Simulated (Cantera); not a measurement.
A closed system holds: 1 mol C3H6, 0.015 mol O2, 0.78 mol N2, equilibrated at 1873 K and 12.0 mbar.

Cantera equilibrium calculation (NASA polynomials, part measured and part estimated; ideal gas, pure solids and liquids). Candidate condensed phases: C, C6H6, C7H8, C8H18, H2O; 136 gas species. Equilibrium is a limit: real reactors are often held back by kinetics, nucleation or transport.

Base state: H2 0.781, N2 0.202, CO 0.00785, H 0.00521, HCN 0.00344, C2H2 (acetylene) 0.000244, HNC 0.000153 (mole fractions); condensed: C(graphite).

What changes in the equilibrium state with this change: temperature from 1873 K to 2450 K?


```csv
species,before,after
H2,0.781,0.639
N2,0.202,0.178
H,0.00521,0.147
HCN,0.00344,0.0210
C3,<1e-9,1.87e-5
C2H,1.92e-8,8.24e-5
C4H2,3.02e-8,2.00e-5
CN,3.94e-7,0.000260
C2N2,1.03e-7,1.02e-5
"C(graphite), mol",2.95,2.83
```
